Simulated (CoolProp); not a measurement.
Oxygen along the isobar 1.46 MPa: fugacity coefficient from the reference equation and from simpler models built on Tc = 154.6 K, pc = 5.046 MPa, ω = 0.022; each cubic takes its own stable root.

The numbers come from the reference Helmholtz-energy equation of state, Schmidt 1985 in CoolProp.

| T (K) | phase | reference | Redlich-Kwong | Peng-Robinson |
|---|---|---|---|---|
| 103.7 | liquid | 0.2265 | 0.2037 | 0.2267 |
| 114.4 | liquid | 0.4520 | 0.4347 | 0.4510 |
| 125 | liquid | 0.7752 | 0.7705 | 0.7704 |
| 135.6 | gas | 0.8598 | 0.8590 | 0.8488 |
| 146.3 | gas | 0.8880 | 0.8864 | 0.8763 |
| 156.9 | gas | 0.9090 | 0.9071 | 0.8974 |
| 167.5 | gas | 0.9253 | 0.9233 | 0.9142 |
| 178.2 | gas | 0.9381 | 0.9362 | 0.9278 |
| 188.8 | gas | 0.9483 | 0.9465 | 0.9388 |
| 199.4 | gas | 0.9566 | 0.9548 | 0.9479 |
| 210.1 | gas | 0.9634 | 0.9617 | 0.9555 |
| 220.7 | gas | 0.9691 | 0.9674 | 0.9618 |
| 231.3 | gas | 0.9737 | 0.9721 | 0.9671 |
| 242 | gas | 0.9777 | 0.9761 | 0.9716 |
